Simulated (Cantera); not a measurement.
Thermodynamics of iron carbonyl, mercury and lead vapours, feed PbO + CO + N₂

Feed: 1 mol PbO, 2.4 mol CO, a varied amount of N₂, equilibrated at 1575 K and 0.000190 bar.

Equilibrium computed with Cantera from the NASA thermochemical tables; the gas is ideal and each condensed phase is pure. Candidate condensed phases: C, Pb, PbO, PbO₂, Pb₃O₄; 27 gas species. Rates play no part.

From 9.1 mol N₂ to 88 mol N₂ nothing is condensed. The main Pb-bearing gas is Pb throughout.

| n(N₂) (mol) | x N₂ | x CO | x Pb | x CO₂ | x PbO | x NO | x O |
|---|---|---|---|---|---|---|---|
| 9.1 | 0.728 | 0.112 | 0.0799 | 0.0799 | 0.000101 | 2.69e-6 | 5.73e-7 |
| 22 | 0.866 | 0.0552 | 0.0393 | 0.0393 | 4.98e-5 | 2.93e-6 | 5.73e-7 |
| 35 | 0.911 | 0.0365 | 0.0260 | 0.0260 | 3.30e-5 | 3.00e-6 | 5.73e-7 |
| 49 | 0.935 | 0.0267 | 0.0191 | 0.0191 | 2.42e-5 | 3.04e-6 | 5.73e-7 |
| 62 | 0.948 | 0.0214 | 0.0153 | 0.0153 | 1.94e-5 | 3.06e-6 | 5.73e-7 |
| 75 | 0.957 | 0.0179 | 0.0127 | 0.0127 | 1.61e-5 | 3.08e-6 | 5.73e-7 |
| 88 | 0.963 | 0.0153 | 0.0109 | 0.0109 | 1.38e-5 | 3.09e-6 | 5.73e-7 |
x: gas mole fraction; nothing condenses.
